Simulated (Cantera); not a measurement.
Feed: 1 mol MgO, 13 mol CO, equilibrated at 950 K and 0.0825 Torr.

Equilibrium computed with Cantera from the NASA thermochemical tables; the gas is ideal and each condensed phase is pure. Candidate condensed phases: C, Mg, MgCO3, MgO; 15 gas species. Rates play no part.

Base state: CO 1.000, CO2 0.000184 (mole fractions); condensed: C(graphite) + MgO(s).

Problem. What changes in the equilibrium state with this change: MgO replaced by CuO?

Solution. 
```tsv
species	before	after
CO	1.000	0.923
CO2	0.000184	0.0769
C(graphite), mol	0.00239	0
MgO(s), mol	1.00	0
Cu(s), mol	0	1.00
```
Further candidate phases: Cu, CuO, Cu2O.

Problem. What changes in the equilibrium state with this change: temperature from 950 K to 1523.15 K?

Solution. 
```tsv
species	before	after
CO	1.000	0.995
Mg	<1e-9	0.00247
CO2	0.000184	0.00247
C(graphite), mol	0.00239	0
MgO(s), mol	1.00	0.968
```
